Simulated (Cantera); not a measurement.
Input: 1 mol NH3, 0.73 mol SO2, 9.8 mol O2, 5.4 mol H2, equilibrated at 1.00 bar.

Equilibrium computed with Cantera from the NASA thermochemical tables; the gas is ideal and each condensed phase is pure. Candidate condensed phases: H2O, H2SO4, S; 35 gas species. The numbers say what is thermodynamically allowed, not how fast it happens. All values below are at 1925 K.

Base state: H2O 0.474, O2 0.436, SO2 0.0501, N2 0.0336, OH 0.00365, NO 0.00184, O 0.000243, SO3 0.000232 (mole fractions); condensed: gas only.

### Question
What changes in the equilibrium state with this change: pressure from 1.00 bar to 0.133 bar?

### Answer
```
species    before     after
-------  --------  --------
H2O         0.474     0.472
O2          0.436     0.435
SO2        0.0501    0.0502
OH        0.00365   0.00603
N2         0.0336    0.0335
H         1.03e-5   4.64e-5
SO        5.56e-6   1.53e-5
SO3      0.000232   8.46e-5
O        0.000243  0.000665
```

### Question
What changes in the equilibrium state with this change: H2 from 5.4 to 0.49 mol?

### Answer
| species | before | after |
|---|---|---|
| O2 | 0.436 | 0.730 |
| H2O | 0.474 | 0.164 |
| SO2 | 0.0501 | 0.0603 |
| N2 | 0.0336 | 0.0402 |
| H2 | 0.000115 | 3.08e-5 |
| H | 1.03e-5 | 5.30e-6 |
